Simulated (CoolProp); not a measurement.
Model: reference Helmholtz-energy equation of state, Akasaka 2022, in CoolProp.

**Question.** Give the vapour pressure (MPa), liquid density (kg/m³), vapour density (kg/m³) of saturated R1233zd(E) at 36.15 °C.

**Answer.** 
| T (°C) | p (MPa) | liquid density (kg/m³) | vapour density (kg/m³) |
|---|---|---|---|
| 36.15 | 0.191 | 1240 | 10.4 |
